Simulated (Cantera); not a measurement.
Input: 1 mol HgO, 1.8 mol O2, 1.8 mol H2, at 1173.15 K and 100000 Pa.

Equilibrium computed with Cantera from the NASA thermochemical tables; the gas is ideal and each condensed phase is pure. Candidate condensed phases: H2O, Hg, HgO; 10 gas species. Equilibrium is a limit: real reactors are often held back by kinetics, nucleation or transport.

Base state: H2O 0.429, O2 0.333, Hg 0.238 (mole fractions); condensed: gas only.

### Question
What changes in the equilibrium state with this change: HgO replaced by Fe(CO)5?

### Answer
```tsv
species	before	after
CO	0	0.465
CO2	0	0.270
H2	5.33e-9	0.152
O2	0.333	<1e-9
H2O	0.429	0.112
Hg	0.238	0
CH4	0	1.01e-5
FeO(s), mol	0	1.00
```
The tables' stoichiometric FeO is somewhat more stable than real wüstite, so its field is too wide. FeO: taken at fixed stoichiometry. Further candidate phases: C, C6H6, C7H8, C8H18, Fe, Fe(CO)5, FeO, Fe(OH)2, Fe(OH)3, Fe2O3, Fe3O4.
